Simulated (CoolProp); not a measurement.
A closed Brayton cycle with dry air: compressor inlet 324.15 K and 5.9 MPa, high pressure 19.5 MPa, turbine inlet 725 K, compressor efficiency 0.85, turbine efficiency 0.85, recuperator effectiveness 0 (on enthalpy, no pinch check). Each further row changes one setting.

Computed with CoolProp (reference Helmholtz-energy equation of state, Lemmon 2000). It is a pseudo-pure fit of the blend.

```tsv
case	thermal efficiency (%)	net work (kJ/kg)	compressor to turbine work	compressor exit (K)	turbine exit (K)
as stated	9.9	26.8	0.86	480.6	553.6
turbine inlet 675 K	6.3	13.5	0.92	480.6	513.7
compressor inlet 334.15 K	8.5	21.5	0.89	495.1	553.6
high pressure 16.6 MPa	10.2	30.2	0.82	456.4	574.0
recuperator effectiveness 0.5	11.6	26.8	0.86	480.6	553.6
```
